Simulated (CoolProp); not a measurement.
A simple Rankine cycle with R22: condensing at 291.15 K, boiler at 4.03 MPa, turbine inlet 360.1 K, turbine efficiency 0.9, pump efficiency 0.7, no recuperator. Each further row changes one setting.

Values from CoolProp's reference Helmholtz-energy equation of state, Kamei 1995.

| case | thermal efficiency (%) | net work (kJ/kg) | heat in (kJ/kg) | turbine exit temperature (K) | volume ratio over the turbine |
|---|---|---|---|---|---|
| as stated | 12.7 | 24.0 | 188 | 291.2 | 5.18 |
| turbine inlet 380.1 K | 13.6 | 30.0 | 220 | 291.6 | 4.48 |
| condensing temperature 283.15 K | 14.2 | 28.1 | 198 | 283.1 | 6.50 |
| boiler pressure 2.82 MPa | 11.2 | 24.2 | 217 | 295.3 | 3.11 |
| turbine efficiency 0.8 | 11.1 | 20.9 | 188 | 291.2 | 5.27 |

The expansion ends wet for: as stated; condensing temperature 283.15 K; turbine efficiency 0.8.
